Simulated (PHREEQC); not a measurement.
A made-up water analysis in mg/L, 45 °C, pH 2.72, pe 9.7: Na 13.5; K 14.5; Ca 94.1; Mg 30.8; Cl 34; S(6) as SO4 539; Zn 2.67; B 2.59; Li 0.0267.

Valence states are taken as typed.

Model: ion-association model, phreeqc.dat, run in PHREEQC.

This is a speciation only: nothing precipitates in the calculation.

Order these S species by the share of S that they hold, largest first: MgSO4, SO4-2, ZnSO4, CaSO4, HSO4-.

SO4-2 (68 %), HSO4- (14 %), CaSO4 (9.3 %), MgSO4 (7.9 %), ZnSO4 (0.20 %)

The pH is 2.72 and the ionic strength 0.0154 mol/kgw. Away from 25 °C the constants follow the database's enthalpies or fits; those with neither stay at their 25 °C values.
